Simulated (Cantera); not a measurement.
A perfectly stirred reactor is fed with CH4 : CO : O2 : N2 = 1 : 0.11 : 2.45 : 9.2 (molar parts), at 0.227 atm; it is adiabatic with a 375 K inlet, and is followed from long to short residence time, starting on the burning branch (τ in s: 0.099, 0.046, 0.021, 0.01, 0.0046, 0.0022, 0.001, 0.00047, 0.00022, 0.0001, 4.7e-05).

Model: GRI-Mech 3.0 (53 species, 325 reactions), integrated in Cantera.

Problem. What does this change do: inlet temperature 375 to 650 K?

Solution. 
| quantity | before | after |
|---|---|---|
| blow-out, bracketed by the residence times tried | burning at 0.470 ms, out at 0.220 ms | burning at 0.220 ms, out at 0.100 ms |
| x(CH4) at τ = 99.0 ms | 7.76e-6 | 4.83e-6 |
| x(CO) at τ = 99.0 ms | 0.00724 | 0.0104 |
| x(O2) at τ = 99.0 ms | 0.0338 | 0.0345 |
| x(HCO) at τ = 99.0 ms | 9.84e-8 | 8.70e-8 |
| x(HO2) at τ = 99.0 ms | 1.08e-6 | 1.36e-6 |
| x(CH4) at τ = 2.20 ms | 0.000155 | 0.000102 |
| x(CO) at τ = 2.20 ms | 0.0213 | 0.0244 |
| x(O2) at τ = 2.20 ms | 0.0432 | 0.0439 |
| x(HCO) at τ = 2.20 ms | 3.72e-6 | 3.28e-6 |
| x(HO2) at τ = 2.20 ms | 4.72e-6 | 3.50e-6 |
